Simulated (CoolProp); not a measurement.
Vapour pressure (MPa) of cyclopentane: the reference equation beside estimates from Tc = 511.7 K, pc = 4.583 MPa, ω = 0.202. Clausius-Clapeyron is anchored at 334 K with a constant enthalpy of vaporisation of 26.69 kJ/mol.

The numbers come from the reference Helmholtz-energy equation of state, Gedanitz 2015 in CoolProp.

```tsv
T (K)	reference	Lee-Kesler	Clausius-Clapeyron	Redlich-Kwong	Soave-Redlich-Kwong	Peng-Robinson
334	0.1461	0.1445	0.1461	0.2156	0.1447	0.1456
355.7	0.2697	0.2694	0.2626	…	0.2693	0.2687
377.4	0.4602	0.4629	0.4413	0.6133	0.4631	0.4595
399.1	0.7373	0.7447	0.7007	0.9380	0.7472	0.7390
420.7	…	1.133	…	1.364	1.142	…
442.4	1.637	1.656	1.539	1.909	1.675	1.655
464.1	2.313	2.338	2.161	2.585	2.368	2.345
485.8	3.185	3.214	…	3.403	3.249	3.228
```

Fill in the missing entries.


- 355.7, Redlich-Kwong: 0.3776
- 420.7, reference: 1.121
- 420.7, Clausius-Clapeyron: 1.059
- 420.7, Peng-Robinson: 1.128
- 485.8, Clausius-Clapeyron: 2.944

Absolute difference from the reference over all 8 rows, mean and median: Lee-Kesler 0.9 and 1.0 %, Clausius-Clapeyron 4.7 and 5.2 %, Redlich-Kwong 25.6 and 24.4 %, Soave-Redlich-Kwong 1.5 and 1.6 %, Peng-Robinson 0.7 and 0.5 %.
